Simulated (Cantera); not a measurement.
Cantera with NASA thermochemical tables; ideal gases at 1 bar, condensed phases pure. Values are per mole of reaction as written; species without (g) are pure solids or liquids, kept so even where they would boil at 1 bar.

Cr + 3 O(g) ⇌ CrO3(g)

| T (K) | ΔH° (kJ) | ΔS° (J/K) | ΔG° (kJ) | log10 K |
|---|---|---|---|---|
| 1300 | -1059.4 | -271.0 | -707.1 | 28.41 |
| 1350 | ___ | ___ | ___ | ___ |
| 1400 | -1061.4 | -272.5 | -679.9 | 25.37 |
| 1450 | ___ | ___ | ___ | ___ |
| 1500 | -1063.6 | -274.0 | -652.6 | 22.73 |

Question: Some entries are withheld; supply them.

Answer: 
- 1350, ΔH° (kJ): -1060.4
- 1350, ΔS° (J/K): -271.8
- 1350, ΔG° (kJ): -693.5
- 1350, log10 K: 26.83
- 1450, ΔH° (kJ): -1062.5
- 1450, ΔS° (J/K): -273.3
- 1450, ΔG° (kJ): -666.3
- 1450, log10 K: 24.00
